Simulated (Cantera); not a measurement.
Input (Python, Cantera) and output of one run.

```python
import numpy as np
import cantera as ct

gas_names = """
    C CN CO CO2 C2 CCN CNC C2N2 C2O C3 C3O2 C4 C4N2 C5 N NCO NO NO2 NO3 N2 N2O O O2 O3
""".split()
cond_names = """
    C(gr)
""".split()


# ... load() reads the species with a 1 bar reference pressure and builds the phases ...
atoms = {
    'C': {'C': 1},
    'O2': {'O': 2},
    'N2': {'N': 2},
}
top_T = {'C(gr)': 4500}  # K; cautious upper limits of use, not melting points


# ... equilibrate(T, P, feed) seeds the gas with the atoms and calls Mixture.equilibrate('TP', solver="vcs", rtol=1e-11, max_steps=5000) ...
results = []
feed = {'C': 1, 'O2': 0.5, 'N2': 35}  # mol
T = 1298.15  # K
P = 320  # Pa
mix = equilibrate(T, P, feed)
results.append((T, P, feed, dict(zip(mix.species_names, mix.species_moles))))
x = sorted(zip(gas.X, gas.species_names), reverse=True)
print(f"T = {T:g} K  P = {P:g} Pa  gas = {mix.phase_moles(0):.4g} mol")
print("   x: " + "  ".join(f"{s} {v:.3e}" for v, s in x if v > 0.0001))
print("   condensed (mol): " + ("  ".join(f"{mix.phase(i).name} {mix.phase_moles(i):.4g}"
      for i in range(1, mix.n_phases) if mix.phase_moles(i) > 1e-12) or "none"))
```

Result:

```
T = 1298.15 K  P = 320 Pa  gas = 36 mol
   x: N2 9.722e-01  CO 2.778e-02
   condensed (mol): C(gr) 4.648e-07
```

Method: chemical equilibrium by Gibbs-energy minimisation in Cantera with the NASA 1993 tables (ideal gas, pure condensed phases).
